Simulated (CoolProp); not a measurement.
The fluid at 298.15 K and 0.526 MPa flows at 14 m/s in a round tube of 12.7 mm bore and 0.25 µm roughness, fully developed (64/Re and Nu = 3.66 if laminar; Colebrook and Gnielinski if turbulent). The same conditions are run with several fluids, on thermodynamics alone (safety and materials aside).

Model: reference Helmholtz-energy equation of state of each fluid (C3F8 (R218): Lemmon 2006; methane: Setzmann 1991; R125: Lemmon 2005; CF4 (R14): Platzer 1990; R143a: Lemmon and Jacobsen 2000), in CoolProp. The equations of Platzer and Polt are older, rougher fits.

Problem. Rank C3F8 (R218), methane, R125, CF4 (R14), R143a by Reynolds number, highest first.

Solution. C3F8 (R218) (663000), R125 (380000), R143a (312000), CF4 (R14) (194000), methane (54300)

| fluid | Darcy friction factor | pressure drop (Pa/m) | heat-transfer coefficient (W/(m² K)) | mass flow (kg/h) |
|---|---|---|---|---|
| C3F8 (R218) | 0.0128 | 4510 | 933 | 291 |
| methane | 0.0206 | 546 | 311 | 21.9 |
| R125 | 0.0141 | 3020 | 631 | 178 |
| CF4 (R14) | 0.0159 | 2330 | 410 | 122 |
| R143a | 0.0146 | 2210 | 567 | 126 |

Transport values come from each fluid's own correlations; those of C3F8 (R218), CF4 (R14), R143a are estimates that may be off by 10 % or more.
